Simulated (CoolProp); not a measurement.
n-perfluorobutane along the isobar 65.2 bar: Z from the reference equation and from simpler models built on Tc = 113.2 °C, pc = 23.22 bar, ω = 0.372; each cubic takes its own stable root.

Values from CoolProp's reference Helmholtz-energy equation of state, Gao 2022.

```csv
T (°C),phase,reference
-106.75,liquid,0.5678
-86.55,liquid,0.5253
-66.25,liquid,0.4915
-46.05,liquid,0.4645
-25.75,liquid,0.4427
-5.45,liquid,0.4254
14.75,liquid,0.4121
35.05,liquid,0.4025
55.25,liquid,0.3968
75.55,liquid,0.3956
95.85,liquid,0.4002
116.05,supercritical,0.4129
136.35,supercritical,0.4382
156.55,supercritical,0.4823
176.85,supercritical,0.5479
```

Question: How far does each simpler model (Redlich-Kwong, Soave-Redlich-Kwong, Peng-Robinson) lie from the reference over these 15 states: mean and median of the absolute difference, and the worst?

Answer: 
- Redlich-Kwong: mean 8.5 %, median 9.2 %, worst +12.1 % at -106.75 °C and 65.2 bar
- Soave-Redlich-Kwong: mean 7.5 %, median 6.6 %, worst +12.4 % at 156.55 °C and 65.2 bar
- Peng-Robinson: mean 4.8 %, median 5.1 %, worst -7.4 % at 14.75 °C and 65.2 bar
